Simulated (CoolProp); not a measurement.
A simple Rankine cycle with R227EA: condensing at 318.15 K, boiler at 2.16 MPa, turbine inlet 400.1 K, turbine efficiency 0.7, pump efficiency 0.7, no recuperator. Each further row changes one setting.

Values from CoolProp's reference Helmholtz-energy equation of state, Lemmon 2016.

```json
[
 {"case": "as stated", "thermal efficiency (%)": "…", "net work (kJ/kg)": "…", "heat in (kJ/kg)": "165", "turbine exit temperature (K)": "376.9", "volume ratio over the turbine": "2.96"},
 {"case": "turbine inlet 420.1 K", "thermal efficiency (%)": "5.6", "net work (kJ/kg)": "10.5", "heat in (kJ/kg)": "187", "turbine exit temperature (K)": "398.3", "volume ratio over the turbine": "2.87"},
 {"case": "condensing temperature 310.15 K", "thermal efficiency (%)": "6.8", "net work (kJ/kg)": "11.8", "heat in (kJ/kg)": "175", "turbine exit temperature (K)": "372.8", "volume ratio over the turbine": "3.72"},
 {"case": "boiler pressure 1.51 MPa", "thermal efficiency (%)": "3.9", "net work (kJ/kg)": "6.65", "heat in (kJ/kg)": "172", "turbine exit temperature (K)": "386.8", "volume ratio over the turbine": "…"},
 {"case": "turbine efficiency 0.6", "thermal efficiency (%)": "4.8", "net work (kJ/kg)": "7.89", "heat in (kJ/kg)": "165", "turbine exit temperature (K)": "378.5", "volume ratio over the turbine": "2.98"}
]
```

Fill in the missing entries.


- as stated, thermal efficiency (%): 5.7
- as stated, net work (kJ/kg): 9.46
- boiler pressure 1.51 MPa, volume ratio over the turbine: 1.95
